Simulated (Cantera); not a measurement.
Feed: 1 mol CH3Cl, 1.4 mol H2, equilibrated at 1125 K and 0.430 bar.

Cantera equilibrium calculation (NASA polynomials, part measured and part estimated; ideal gas, pure solids and liquids). Candidate condensed phases: C, C6H6, C7H8, C8H18; 91 gas species. Kinetics and transport are ignored.

Base state: H2 0.698, HCl 0.296, CH4 0.00605 (mole fractions); condensed: C(graphite).

Q: What changes in the equilibrium state with this change: temperature from 1125 K to 800 K?

A: 
| species | before | after |
|---|---|---|
| H2 | 0.698 | 0.511 |
| HCl | 0.296 | 0.338 |
| CH4 | 0.00605 | 0.151 |
| C(graphite), mol | 0.980 | 0.554 |
